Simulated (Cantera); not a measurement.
Cantera run:

```python
import numpy as np
import cantera as ct

gas_names = """
    H H2 H2S Pb PbS Pb2 S SH S2 S8
""".split()
cond_names = """
    Pb(cr) Pb(L) PbS(s) PbS(L) S(cr1) S(cr2) S(L)
""".split()


# ... load() reads the species with a 1 bar reference pressure and builds the phases ...
atoms = {
    'Pb': {'Pb': 1},
    'H2S': {'H': 2, 'S': 1},
    'H2': {'H': 2},
}
top_T = {}  # K; cautious upper limits of use, not melting points


# ... equilibrate(T, P, feed) seeds the gas with the atoms and calls Mixture.equilibrate('TP', solver="vcs", rtol=1e-11, max_steps=5000) ...
results = []
P = 133.322  # Pa
for T in [650, 750, 850, 950, 1050, 1150, 1250, 1350, 1450, 1550, 1650, 1750, 1850, 1950]:
    for m in [0.19, 0.23, 0.27, 0.33, 0.39, 0.46, 0.55, 0.66, 0.79, 0.94, 1.1]:
        feed = {'Pb': 1, 'H2S': m, 'H2': 8.8}  # mol
        mix = equilibrate(T, P, feed)
        results.append((T, P, feed, dict(zip(mix.species_names, mix.species_moles))))

for T, P, feed, n in results:
    print(f"{T:7g} {feed['H2S']:10.4g}  " + (" + ".join(c for c in cond_names if n.get(c, 0) > 1e-12) or "gas only"))
```

Output:

```
    650       0.19  Pb(L) + PbS(s)
    650       0.23  Pb(L) + PbS(s)
    650       0.27  Pb(L) + PbS(s)
    650       0.33  Pb(L) + PbS(s)
    650       0.39  Pb(L) + PbS(s)
    650       0.46  Pb(L) + PbS(s)
    650       0.55  Pb(L) + PbS(s)
    650       0.66  Pb(L) + PbS(s)
    650       0.79  Pb(L) + PbS(s)
    650       0.94  Pb(L) + PbS(s)
    650        1.1  PbS(s)
    750       0.19  Pb(L) + PbS(s)
    750       0.23  Pb(L) + PbS(s)
    750       0.27  Pb(L) + PbS(s)
    750       0.33  Pb(L) + PbS(s)
    750       0.39  Pb(L) + PbS(s)
    750       0.46  Pb(L) + PbS(s)
    750       0.55  Pb(L) + PbS(s)
    750       0.66  Pb(L) + PbS(s)
    750       0.79  Pb(L) + PbS(s)
    750       0.94  Pb(L) + PbS(s)
    750        1.1  PbS(s)
    850       0.19  Pb(L) + PbS(s)
    850       0.23  Pb(L) + PbS(s)
    850       0.27  Pb(L) + PbS(s)
    850       0.33  Pb(L) + PbS(s)
    850       0.39  Pb(L) + PbS(s)
    850       0.46  Pb(L) + PbS(s)
    850       0.55  Pb(L) + PbS(s)
    850       0.66  Pb(L) + PbS(s)
    850       0.79  Pb(L) + PbS(s)
    850       0.94  Pb(L) + PbS(s)
    850        1.1  PbS(s)
    950       0.19  Pb(L)
    950       0.23  Pb(L)
    950       0.27  Pb(L) + PbS(s)
    950       0.33  Pb(L) + PbS(s)
    950       0.39  Pb(L) + PbS(s)
    950       0.46  Pb(L) + PbS(s)
    950       0.55  Pb(L) + PbS(s)
    950       0.66  Pb(L) + PbS(s)
    950       0.79  Pb(L) + PbS(s)
    950       0.94  Pb(L) + PbS(s)
    950        1.1  PbS(s)
   1050       0.19  Pb(L)
   1050       0.23  Pb(L)
   1050       0.27  Pb(L)
   1050       0.33  Pb(L)
   1050       0.39  Pb(L)
   1050       0.46  Pb(L)
   1050       0.55  Pb(L)
   1050       0.66  Pb(L)
   1050       0.79  gas only
   1050       0.94  gas only
   1050        1.1  gas only
   1150       0.19  gas only
   1150       0.23  gas only
   1150       0.27  gas only
   1150       0.33  gas only
   1150       0.39  gas only
   1150       0.46  gas only
   1150       0.55  gas only
   1150       0.66  gas only
   1150       0.79  gas only
   1150       0.94  gas only
   1150        1.1  gas only
   1250       0.19  gas only
   1250       0.23  gas only
   1250       0.27  gas only
   1250       0.33  gas only
   1250       0.39  gas only
   1250       0.46  gas only
   1250       0.55  gas only
   1250       0.66  gas only
   1250       0.79  gas only
   1250       0.94  gas only
   1250        1.1  gas only
   1350       0.19  gas only
   1350       0.23  gas only
   1350       0.27  gas only
   1350       0.33  gas only
   1350       0.39  gas only
   1350       0.46  gas only
   1350       0.55  gas only
   1350       0.66  gas only
   1350       0.79  gas only
   1350       0.94  gas only
   1350        1.1  gas only
   1450       0.19  gas only
   1450       0.23  gas only
   1450       0.27  gas only
   1450       0.33  gas only
   1450       0.39  gas only
   1450       0.46  gas only
   1450       0.55  gas only
   1450       0.66  gas only
   1450       0.79  gas only
   1450       0.94  gas only
   1450        1.1  gas only
   1550       0.19  gas only
   1550       0.23  gas only
   1550       0.27  gas only
   1550       0.33  gas only
   1550       0.39  gas only
   1550       0.46  gas only
   1550       0.55  gas only
   1550       0.66  gas only
   1550       0.79  gas only
   1550       0.94  gas only
   1550        1.1  gas only
   1650       0.19  gas only
   1650       0.23  gas only
   1650       0.27  gas only
   1650       0.33  gas only
   1650       0.39  gas only
   1650       0.46  gas only
   1650       0.55  gas only
   1650       0.66  gas only
   1650       0.79  gas only
   1650       0.94  gas only
   1650        1.1  gas only
   1750       0.19  gas only
   1750       0.23  gas only
   1750       0.27  gas only
   1750       0.33  gas only
   1750       0.39  gas only
   1750       0.46  gas only
   1750       0.55  gas only
   1750       0.66  gas only
   1750       0.79  gas only
   1750       0.94  gas only
   1750        1.1  gas only
   1850       0.19  gas only
   1850       0.23  gas only
   1850       0.27  gas only
   1850       0.33  gas only
   1850       0.39  gas only
   1850       0.46  gas only
   1850       0.55  gas only
   1850       0.66  gas only
   1850       0.79  gas only
   1850       0.94  gas only
   1850        1.1  gas only
   1950       0.19  gas only
   1950       0.23  gas only
   1950       0.27  gas only
   1950       0.33  gas only
   1950       0.39  gas only
   1950       0.46  gas only
   1950       0.55  gas only
   1950       0.66  gas only
   1950       0.79  gas only
   1950       0.94  gas only
   1950        1.1  gas only
```

These are equilibrium values from Cantera (NASA tables, ideal gas, pure condensed phases), not measurements of a reactor.
